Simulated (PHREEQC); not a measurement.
Consider water at 25 °C with 0.063 mol H2SO4 and 0.0042 mol CuSO4 per kg of water. Closed to the air; pH follows from the charge balance.

Computed with PHREEQC (ion-association model, phreeqc.dat).

**Question.** The ionic strength comes out as 0.102 mol/kgw. What activity coefficients do H+, HSO4-, SO4-2, Cu+2 get?

**Answer.** H+ 0.82, HSO4- 0.78, SO4-2 0.37, Cu+2 0.40.

This is a speciation only: nothing precipitates in the calculation.
